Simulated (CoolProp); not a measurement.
20 sccm (0 °C, 1 atm) of nitrogen bubbles through liquid p-xylene at 369.2 K and leaves saturated at a total pressure of 0.15 MPa (ideal gas phase). Each further row changes one setting.

Model: reference Helmholtz-energy equation of state, Zhou 2012, in CoolProp.

| case | vapour pressure (kPa) | mole fraction of vapour | delivery (mg/min) | delivery (sccm) | change of delivery for a bath 1 K warmer (%) |
|---|---|---|---|---|---|
| as stated | 28.0 | (withheld) | (withheld) | 4.60 | 4.3 |
| bath temperature 374.2 K | (withheld) | (withheld) | 27.0 | (withheld) | (withheld) |
| total pressure 0.3 MPa | 28.0 | 0.0935 | 9.77 | 2.06 | (withheld) |

Q: Complete the blanks.

A: 
- as stated, mole fraction of vapour: 0.187
- as stated, delivery (mg/min): 21.8
- bath temperature 374.2 K, vapour pressure (kPa): 33.2
- bath temperature 374.2 K, mole fraction of vapour: 0.222
- bath temperature 374.2 K, delivery (sccm): 5.69
- bath temperature 374.2 K, change of delivery for a bath 1 K warmer (%): 4.4
- total pressure 0.3 MPa, change of delivery for a bath 1 K warmer (%): 3.9
